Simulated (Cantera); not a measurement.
Input (Python, Cantera):

```python
import numpy as np
import cantera as ct

gas = ct.Solution("gri30.yaml")
gas.TPX = 473, 500000, {'CH4': 1, 'O2': 3.12, 'N2': 23.8, 'CO2': 0.6}
inlet = ct.Reservoir(gas, clone=True)
gas.equilibrate("HP")  # start burning
reactor = ct.IdealGasConstPressureReactor(gas, energy="on", clone=False)
exhaust = ct.Reservoir(gas, clone=True)
tau = [0.47, 0.19, 0.076, 0.03, 0.012, 0.0048, 0.0019, 0.00077, 0.00031, 0.00012, 4.9e-05, 2e-05][0]
for a, b in ((inlet, reactor), (reactor, exhaust)):
    ct.MassFlowController(a, b, mdot=lambda t: reactor.mass / tau)
net = ct.ReactorNet([reactor])
show = ['CH4', 'O2', 'CO2', 'HCN', 'H2O2', 'H2O', 'H2']

rows = []
print(f"{'tau/s':>10s}{'T/K':>9s}" + "".join(f"{s:>11s}" for s in show))
for tau in [0.47, 0.19, 0.076, 0.03, 0.012, 0.0048, 0.0019, 0.00077, 0.00031, 0.00012, 4.9e-05, 2e-05]:
    net.initial_time = 0.0
    net.advance(30 * tau)
    before = gas.X
    net.advance(40 * tau)
    drift = np.max(np.abs(gas.X - before) / (gas.X + 1e-9))
    rows.append([gas.T, *gas[show].X, drift])
    print(f"{tau:10.3e}{gas.T:9.1f}" + "".join(f"{x:11.3e}" for x in gas[show].X))
```

It prints:

```
     tau/s      T/K        CH4         O2        CO2        HCN       H2O2        H2O         H2
 4.700e-01   1299.6  8.047e-05  3.974e-02  5.541e-02  6.076e-10  1.127e-07  6.989e-02  2.162e-05
 1.900e-01   1292.2  1.606e-04  4.024e-02  5.464e-02  7.489e-10  3.214e-07  6.966e-02  4.892e-05
 7.600e-02   1273.5  3.740e-04  4.153e-02  5.272e-02  5.679e-10  1.115e-06  6.904e-02  1.273e-04
 3.000e-02    473.0  3.506e-02  1.094e-01  2.104e-02  4.541e-24  1.270e-18  7.046e-16  1.231e-17
 1.200e-02    473.0  3.506e-02  1.094e-01  2.104e-02  6.436e-27  1.800e-21  9.986e-19  1.744e-20
 4.800e-03    473.0  3.506e-02  1.094e-01  2.104e-02  4.066e-28  1.137e-22  6.308e-20  1.102e-21
 1.900e-03    473.0  3.506e-02  1.094e-01  2.104e-02  2.568e-29  7.182e-24  3.985e-21  6.961e-23
 7.700e-04    473.0  3.506e-02  1.094e-01  2.104e-02  1.622e-30  4.537e-25  2.517e-22  4.397e-24
 3.100e-04    473.0  3.506e-02  1.094e-01  2.104e-02  1.025e-31  2.866e-26  1.590e-23  2.777e-25
 1.200e-04    473.0  3.506e-02  1.094e-01  2.104e-02  6.473e-33  1.811e-27  1.004e-24  1.754e-26
 4.900e-05    473.0  3.506e-02  1.094e-01  2.104e-02  4.089e-34  1.145e-28  6.345e-26  1.108e-27
 2.000e-05    473.0  3.506e-02  1.094e-01  2.104e-02  2.583e-35  7.241e-30  4.010e-27  7.000e-29
```

Computed with Cantera and GRI-Mech 3.0 (53 species, 325 reactions).
